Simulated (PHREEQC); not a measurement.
## Brine: an equilibrium model

Dissolve 19.8 mmol/kgw NaBr, 170 mmol/kgw Na2SO4 and 30 mmol/kgw NaCl at 25 °C. Closed to the air; pH follows from the charge balance.

Model: ion-association model, phreeqc.dat, run in PHREEQC.

This is a speciation only: nothing precipitates in the calculation.

Predict the ionic strength, activity of water.

ionic strength 0.467 mol/kgw; activity of water 0.990.

In which forms is S present?

SO4-2 73 %, NaSO4- 27 % of the S.
